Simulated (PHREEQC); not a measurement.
Alkaline etch or developer

Solution (25 °C): 9.2 mmol/kgw TMAH and 0.52 mmol/kgw (CH3)4NCl. Closed to the air; pH follows from the charge balance.

All values are PHREEQC results (ion-association model, phreeqc.dat), not measurements.

```
Quantity                    Value
----------------  ---------------
pH                          11.91
ionic strength    0.00972 mol/kgw
total alkalinity      9.20 meq/kg
```

```json
[
 {"species": "(CH3)4N+", "molality": "0.00972", "activity": "0.00877", "log γ": "-0.045"},
 {"species": "OH-", "molality": "0.00920", "activity": "0.00829", "log γ": "-0.045"},
 {"species": "Cl-", "molality": "0.000520", "activity": "0.000469", "log γ": "-0.045"}
]
```

This is a speciation only: nothing precipitates in the calculation. (CH3)4N+ isn't in the database: it is added as a free cation with an ion size of 4 Å.
